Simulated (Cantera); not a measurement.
Input: 1 mol C2H2, 1.3 mol CO2, 1.1 mol H2, equilibrated at 2000 Pa.

Method: chemical equilibrium by Gibbs-energy minimisation in Cantera with the NASA 1993 tables (ideal gas, pure condensed phases). Candidate condensed phases: C, C6H6, C7H8, C8H18, H2O; 110 gas species. Rates play no part.

**Question.** At 2475 K, list the 4 most abundant gas species with their mole fractions, and the condensed phases.

**Answer.** CO 0.526, H2 0.373, H 0.0971, C2H2 (acetylene) 0.00363. Condensed: C(graphite).
